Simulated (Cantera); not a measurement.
Cantera run, input and output.

```python
import numpy as np
import cantera as ct

gas = ct.Solution("h2o2.yaml")
gas.TPX = 925, 13332, {'H2': 0.96, 'O2': 1, 'N2': 9.1}
reactor = ct.IdealGasConstPressureReactor(gas, energy="off", clone=False)
net = ct.ReactorNet([reactor])
net.rtol, net.atol = 1e-08, 1e-18
show = ['H2', 'O2', 'H2O2', 'H2O', 'HO2', 'H']
times = np.geomspace(7e-06, 40, 12)

steps = ct.SolutionArray(gas, extra=["t"])
rows = []
print(f"{'t/s':>10s}{'T/K':>9s}{'P/Pa':>11s}" + "".join(f"{s:>11s}" for s in show))
for t in times:
    while net.time < t:
        t_next = net.step()
        steps.append(gas.state, t=t_next)
    rows.append([np.interp(t, steps.t, y) for y in (steps.T, steps.P, *steps(*show).X.T)])
    print(f"{t:10.3e}{rows[-1][0]:9.1f}{rows[-1][1]:11.4g}" + "".join(f"{x:11.3e}" for x in rows[-1][2:]))
rate = np.gradient(steps.T, steps.t)
print("integrator steps:", len(steps.t))
if steps.T.max() > steps.T[0] + 200:
    print(f"time of steepest temperature rise: {steps.t[rate.argmax()]:.4e} s")
gas.TPX = 925, 13332, {'H2': 0.96, 'O2': 1, 'N2': 9.1}
gas.equilibrate("TP")
print(f"equilibrium (TP): T = {gas.T:.1f} K  " + "  ".join(f"{s} {gas[s].X[0]:.3e}" for s in show))
```

Output:

```
       t/s      T/K       P/Pa         H2         O2       H2O2        H2O        HO2          H
 7.000e-06    925.0  1.333e+04  8.680e-02  9.042e-02  6.793e-18  2.362e-15  5.820e-13  5.705e-13
 2.880e-05    925.0  1.333e+04  8.680e-02  9.042e-02  1.153e-16  9.963e-14  2.432e-12  2.319e-12
 1.185e-04    925.0  1.333e+04  8.680e-02  9.042e-02  2.039e-15  3.098e-12  1.070e-11  1.072e-11
 4.874e-04    925.0  1.333e+04  8.680e-02  9.042e-02  4.501e-14  1.301e-10  6.955e-11  1.217e-10
 2.005e-03    925.0  1.333e+04  8.680e-02  9.042e-02  4.039e-11  2.625e-07  5.649e-08  1.770e-07
 8.250e-03    925.0  1.333e+04  2.667e-03  5.034e-02  7.855e-07  8.753e-02  8.662e-06  5.045e-04
 3.394e-02    925.0  1.333e+04  3.885e-04  4.932e-02  4.324e-07  9.032e-02  3.918e-06  4.315e-06
 1.396e-01    925.0  1.333e+04  7.020e-05  4.918e-02  2.204e-07  9.066e-02  1.291e-06  2.359e-07
 5.744e-01    925.0  1.333e+04  5.671e-06  4.915e-02  3.106e-08  9.073e-02  1.459e-07  7.449e-09
 2.363e+00    925.0  1.333e+04  1.233e-07  4.915e-02  5.063e-09  9.074e-02  5.402e-09  8.766e-11
 9.723e+00    925.0  1.333e+04  1.436e-09  4.915e-02  9.989e-10  9.074e-02  4.776e-10  2.771e-12
 4.000e+01    925.0  1.333e+04  2.049e-10  4.915e-02  2.343e-10  9.074e-02  1.080e-10  2.652e-13
integrator steps: 1804
equilibrium (TP): T = 925.0 K  H2 8.815e-12  O2 4.915e-02  H2O2 7.335e-12  H2O 9.074e-02  HO2 4.932e-11  H 2.131e-15
```

Detailed kinetics in Cantera: the H2/O2 subset of GRI-Mech 3.0, which has no nitrogen chemistry. Radical loss at walls, strong at low pressure, is not modelled. Below about 950 K walls govern HO2 and H2O2 in real vessels. The temperature is held fixed by assumption; the heat of reaction is taken as removed at once.
